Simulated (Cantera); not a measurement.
Moist CO burnout

An isothermal, constant-pressure homogeneous reactor starts with CO : O2 : H2O : N2 = 0.017 : 0.079 : 0.004 : 1 (molar parts), at 975 K and 3750 Torr.

Detailed kinetics in Cantera: GRI-Mech 3.0 (53 species, 325 reactions).

```json
[
 {"t (s)": "0.000200", "x CO": "0.0155", "x O2": "0.0718", "x H2O": "0.00364", "x O": "4.64e-10", "x NO": "<1e-12"},
 {"t (s)": "0.000455", "x CO": "0.0155", "x O2": "0.0718", "x H2O": "0.00364", "x O": "7.20e-10", "x NO": "<1e-12"},
 {"t (s)": "0.00104", "x CO": "0.0155", "x O2": "0.0718", "x H2O": "0.00364", "x O": "8.68e-10", "x NO": "<1e-12"},
 {"t (s)": "0.00236", "x CO": "0.0155", "x O2": "0.0718", "x H2O": "0.00364", "x O": "9.14e-10", "x NO": "<1e-12"},
 {"t (s)": "0.00537", "x CO": "0.0155", "x O2": "0.0718", "x H2O": "0.00364", "x O": "9.83e-10", "x NO": "<1e-12"},
 {"t (s)": "0.0122", "x CO": "0.0155", "x O2": "0.0718", "x H2O": "0.00364", "x O": "1.16e-9", "x NO": "<1e-12"},
 {"t (s)": "0.0278", "x CO": "0.0155", "x O2": "0.0718", "x H2O": "0.00364", "x O": "1.68e-9", "x NO": "<1e-12"},
 {"t (s)": "0.0632", "x CO": "0.0154", "x O2": "0.0718", "x H2O": "0.00364", "x O": "3.64e-9", "x NO": "<1e-12"},
 {"t (s)": "0.144", "x CO": "0.0154", "x O2": "0.0718", "x H2O": "0.00364", "x O": "1.24e-8", "x NO": "<1e-12"},
 {"t (s)": "0.328", "x CO": "0.0151", "x O2": "0.0716", "x H2O": "0.00364", "x O": "2.74e-8", "x NO": "<1e-12"},
 {"t (s)": "0.746", "x CO": "0.0141", "x O2": "0.0712", "x H2O": "0.00364", "x O": "2.99e-8", "x NO": "<1e-12"},
 {"t (s)": "1.70", "x CO": "0.0119", "x O2": "0.0702", "x H2O": "0.00364", "x O": "2.83e-8", "x NO": "2.97e-12"},
 {"t (s)": "3.86", "x CO": "0.00821", "x O2": "0.0684", "x H2O": "0.00365", "x O": "2.40e-8", "x NO": "1.25e-11"},
 {"t (s)": "8.79", "x CO": "0.00385", "x O2": "0.0664", "x H2O": "0.00366", "x O": "1.57e-8", "x NO": "3.59e-11"},
 {"t (s)": "20.0", "x CO": "0.00104", "x O2": "0.0651", "x H2O": "0.00366", "x O": "6.15e-9", "x NO": "5.78e-11"}
]
```
x: mole fraction; the columns are a selection and need not sum to one.

Equilibrium at this temperature and pressure: CO <1e-12, O2 0.0646, H2O 0.00366, O 8.25e-12, NO 1.42e-5 (gas phase only).
